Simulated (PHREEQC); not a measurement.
Make-up at 25 °C: 0.23 mol/kgw HF, 0.00022 mol/kgw (NH4)2SiF6, 3.8e-05 mol/kgw H3BO3 and 0.00035 mol/kgw H2SO4. Closed to the air; pH follows from the charge balance.

The numbers come from PHREEQC with the ion-association model, phreeqc.dat.

Each row changes one thing in this solution. This is a speciation only: nothing precipitates in the calculation.

```tsv
case	pH	ionic strength (mol/kgw)	HF (mol/kgw)	F- (mol/kgw)	HF2- (mol/kgw)	BF3OH- (mol/kgw)	SI of Quartz (SiO2)
as made	1.79	0.0189	0.205	0.00979	0.00769	6.77e-8	-10.50
H3BO3 from 3.8e-05 to 0.00019 mol/kgw	1.79	0.0189	0.204	0.00975	0.00764	3.39e-7	-10.49
HF from 0.23 to 0.023 mol/kgw	2.40	0.00523	0.0190	0.00341	(withheld)	(withheld)	-5.39
H3BO3 from 3.8e-05 to 4.18e-05 mol/kgw	1.79	0.0189	0.205	0.00979	0.00769	7.44e-8	-10.50
H2SO4 left out	1.80	0.0184	0.204	0.00992	(withheld)	6.78e-8	-10.51
```

### Question
Fill in the missing entries.

### Answer

- HF from 0.23 to 0.023 mol/kgw, HF2- (mol/kgw): 0.000248
- HF from 0.23 to 0.023 mol/kgw, BF3OH- (mol/kgw): 7.21e-7
- H2SO4 left out, HF2- (mol/kgw): 0.00778

Species that the database lacks are ignored. SiF6-2 is the database's only silicon fluoride. Real BF4- forms and hydrolyses slowly; the run takes it at equilibrium.
